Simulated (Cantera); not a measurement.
Charge: 1 mol C2F6, 0.45 mol HCl, at 13.3 mbar.

These are equilibrium values from Cantera (NASA tables, ideal gas, pure condensed phases), not measurements of a reactor. Candidate condensed phases: C, C6H6, C7H8, C8H18; 135 gas species. Ions and electrons are included (thermal ionisation). The feed counts by its element totals alone. Rates play no part.

Which condensed phases are stable at each of these points (T (K)): 3000, 3500, 4000, 4500, 5000?


```json
[
 {"T (K)": "3000", "condensed phases": "C(graphite)", "C condensed (%)": "35.0"},
 {"T (K)": "3500", "condensed phases": "gas only", "C condensed (%)": "0.0"},
 {"T (K)": "4000", "condensed phases": "gas only", "C condensed (%)": "0.0"},
 {"T (K)": "4500", "condensed phases": "gas only", "C condensed (%)": "0.0"},
 {"T (K)": "5000", "condensed phases": "gas only", "C condensed (%)": "0.0"}
]
```

At 3000 K the condensed part is C(graphite). From 3500 K to 5000 K nothing is condensed.
